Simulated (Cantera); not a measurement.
An isothermal, constant-pressure homogeneous reactor starts with 0.667 % CH₄, 2.61 % O₂, 96.7 % N₂, equivalence ratio 0.51, at 1500 K and 1.00 atm.

Computed with Cantera and GRI-Mech 3.0 (53 species, 325 reactions).

x: mole fraction; the columns are a selection and need not sum to one.

```
t (s)       x CH₄    x O₂   x CH₂CO       x N₂O      x NO       x HO₂         x O
--------  -------  ------  --------  ----------  --------  ----------  ----------
0.000400  0.00667  0.0261    <1e-12    2.95e-11    <1e-12     1.77e-7     1.34e-8
0.00119   0.00665  0.0261  1.19e-10    1.48e-10    <1e-12  (withheld)  (withheld)
0.00356   0.00638  0.0260   1.84e-7     1.24e-9  8.34e-12     1.03e-6     3.54e-7
0.0106     <1e-12  0.0128    <1e-12     5.17e-7   3.18e-6     7.25e-7     7.44e-5
0.0317     <1e-12  0.0128    <1e-12     4.69e-7   3.25e-6     6.16e-8     4.91e-6
0.0948     <1e-12  0.0128    <1e-12     1.32e-7   3.26e-6     1.40e-8     1.01e-6
0.283      <1e-12  0.0128    <1e-12  (withheld)   3.27e-6     8.95e-9     4.89e-7
0.844      <1e-12  0.0128    <1e-12     2.29e-8   3.28e-6     8.70e-9     4.58e-7
2.52       <1e-12  0.0128    <1e-12     2.29e-8   3.29e-6     8.70e-9     4.58e-7
7.52       <1e-12  0.0128    <1e-12     2.29e-8   3.34e-6     8.70e-9     4.58e-7
22.4       <1e-12  0.0128    <1e-12     2.29e-8   3.49e-6     8.70e-9     4.58e-7
67.0       <1e-12  0.0128    <1e-12     2.29e-8   3.94e-6     8.70e-9     4.58e-7
200        <1e-12  0.0128    <1e-12     2.29e-8   5.28e-6     8.70e-9     4.58e-7
```

Task: Complete the blanks.

Result: 
- 0.00119, x HO₂: 2.27e-7
- 0.00119, x O: 4.13e-8
- 0.283, x N₂O: 2.60e-8
